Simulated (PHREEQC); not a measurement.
## Nickel, zinc or cadmium bath: an equilibrium model

Consider water at 25 °C with 0.21 mol CdCl2, 0.041 mol Na2SO4 and 0.0048 mol H2SO4 per kg of water. Closed to the air; pH follows from the charge balance.

The numbers come from PHREEQC with the ion-association model, phreeqc.dat.

No solid was allowed to form.

Question: Estimate the pH, activity of water.

Answer: pH 2.33; activity of water 0.991.

Question: In which forms is Cl present?

Answer: Cl- 46 %, CdCl+ 29 %, CdCl2 22 %, CdCl3- 3.9 % of the Cl.
